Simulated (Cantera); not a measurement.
**Thermodynamics of carbothermic reduction, feed MgO + CH4 + H2**

Charge: 1 mol MgO, 0.8 mol CH4, 1.6 mol H2, held at 2423.15 K and 10000 Pa.

Cantera equilibrium calculation (NASA polynomials, part measured and part estimated; ideal gas, pure solids and liquids). Candidate condensed phases: C, C6H6, C7H8, C8H18, H2O, Mg, MgCO3, MgO, Mg(OH)2; 116 gas species. The tables' values for MgH are old estimates; treat these amounts as uncertain. Kinetics and transport are ignored.

```json
{
 "x(H2)": "0.569",
 "x(Mg)": "0.194",
 "x(CO)": "0.155",
 "x(H)": "0.0423",
 "x(H2O)": "0.0359",
 "x(CO2)": "0.00164",
 "x(MgOH)": "0.00100",
 "x(MgH)": "0.000891",
 "x(OH)": "0.000505",
 "gas_amount": "5.105 mol",
 "log10 activity of Mg(l) (absent)": "-3.76",
 "log10 activity of C(graphite) (absent)": "-5.14"
}
```
